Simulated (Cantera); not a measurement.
Input: 1 mol SiC, 0.028 mol O2, 2.4 mol H2, equilibrated at 5.60 Pa.

Equilibrium computed with Cantera from the NASA thermochemical tables; the gas is ideal and each condensed phase is pure. Candidate condensed phases: C, C6H6, C7H8, C8H18, H2O, Si, SiC, SiO2; 123 gas species. Equilibrium is a limit: real reactors are often held back by kinetics, nucleation or transport.

Over these rows the condensed part is SiC(s). Partial pressures as log10 of bar:

```tsv
T (K)	1000/T (1/K)	log p Si2C	log p H2	log p CO	log p SiO
1473	0.6789	-11.98	-4.26	-6.19	-6.20
1548	0.6460	-10.91	-4.26	-6.19	-6.20
1623	0.6161	-9.94	-4.27	-6.19	-6.21
1698	0.5889	-9.09	-4.27	-6.15	-6.25
1773	0.5640	?	-4.28	-6.07	-6.40
1848	0.5411	-7.92	-4.30	-5.97	-6.82
```

### Question
Fit log p(Si2C) = a + b·(1000/T) to the five rows, give the apparent enthalpy, and predict the row at 1773 K.

### Answer
Means: 1000/T = 0.6142, log p = -9.968. Sxy = -0.332001, Sxx = 0.0111846, so b = -29.68 and a = -9.968 − (-29.68)×0.6142 = 8.26.
Apparent enthalpy: −19.145 × (-29.68) = 568 kJ/mol. With the condensed phases at unit activity, 3/2 SiC(s) + 1/2 SiO(g) = Si2C(g) + 1/2 CO(g) links this pressure to the main gases: over the six rows their terms move log p by -0.42 in all, so the slope isn't that reaction's ΔH° alone. The five rows lie within 0.13 of the line; that is curvature, so one enthalpy describes this range poorly.
Prediction at 1773 K: 8.26 + (-29.68)×0.5640 = -8.48. The computed value is -8.40, 0.08 from the line.
